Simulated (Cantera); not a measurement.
Input: 1 mol SiF4, 1.5 mol H2O, 27 mol N2, at 1625 K and 9.80 mbar.

These are equilibrium values from Cantera (NASA tables, ideal gas, pure condensed phases), not measurements of a reactor. Candidate condensed phases: H2O, Si, SiO2, Si2N2O, Si3N4; 58 gas species. The tables hold silica as quartz up to 1696 K and as liquid above; real silica turns to tridymite and cristobalite and melts near 1996 K. Equilibrium is a limit: real reactors are often held back by kinetics, nucleation or transport.

Problem. What is the equilibrium state?

Solution. 
| Property | Result |
|---|---|
| x(N2) | 0.893 |
| x(HF) | 0.0959 |
| x(SiF4) | 0.00911 |
| x(H2O) | 0.00164 |
| x(H2) | 4.11e-5 |
| x(NO) | 1.78e-5 |
| x(O2) | 1.27e-5 |
| x(SiF3) | 9.23e-6 |
| x(OH) | 7.67e-6 |
| n(SiO2(β-quartz)) | 0.724 mol |
| gas amount | 30.23 mol |
| log10 activity of Si(s) (absent) | -13.09 |
